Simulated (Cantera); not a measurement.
Diamond growth

A diamond (100) surface in a fixed gas of H2 with x(CH4) = 0.0038, x(H) = 0.0047, x(CH3) = 0.00075, at 1023 K; coverages are run to steady state.

Cantera simulation using the Harris–Goodwin 1993 mechanism for the reconstructed diamond (100) surface; the numbers are that mechanism's predictions, not measurements.

```json
[
 {"P (Pa)": "1200", "growth (µm/h)": "3.72", "θ c6HH": "0.533", "θ c6H*": "0.0188", "θ c6*H": "0.360", "θ c6**": "0.0100", "θ c6HM": "0.0554"},
 {"P (Pa)": "1600", "growth (µm/h)": "5.23", "θ c6HH": "0.531", "θ c6H*": "0.0187", "θ c6*H": "0.359", "θ c6**": "0.00997", "θ c6HM": "0.0585"},
 {"P (Pa)": "2200", "growth (µm/h)": "7.51", "θ c6HH": "0.528", "θ c6H*": "0.0186", "θ c6*H": "0.357", "θ c6**": "0.00992", "θ c6HM": "0.0613"},
 {"P (Pa)": "3100", "growth (µm/h)": "11.0", "θ c6HH": "0.527", "θ c6H*": "0.0185", "θ c6*H": "0.356", "θ c6**": "0.00989", "θ c6HM": "0.0636"},
 {"P (Pa)": "4300", "growth (µm/h)": "15.6", "θ c6HH": "0.525", "θ c6H*": "0.0185", "θ c6*H": "0.355", "θ c6**": "0.00986", "θ c6HM": "0.0653"},
 {"P (Pa)": "5900", "growth (µm/h)": "21.8", "θ c6HH": "0.524", "θ c6H*": "0.0185", "θ c6*H": "0.354", "θ c6**": "0.00985", "θ c6HM": "0.0665"},
 {"P (Pa)": "8200", "growth (µm/h)": "30.8", "θ c6HH": "0.523", "θ c6H*": "0.0185", "θ c6*H": "0.353", "θ c6**": "0.00983", "θ c6HM": "0.0675"},
 {"P (Pa)": "11000", "growth (µm/h)": "41.7", "θ c6HH": "0.523", "θ c6H*": "0.0185", "θ c6*H": "0.353", "θ c6**": "0.00983", "θ c6HM": "0.0682"}
]
```
θ: site fractions in the mechanism's names (c6HH fully hydrogenated, c6H* and c6*H radical sites, c6** diradical, c6HM methylated).
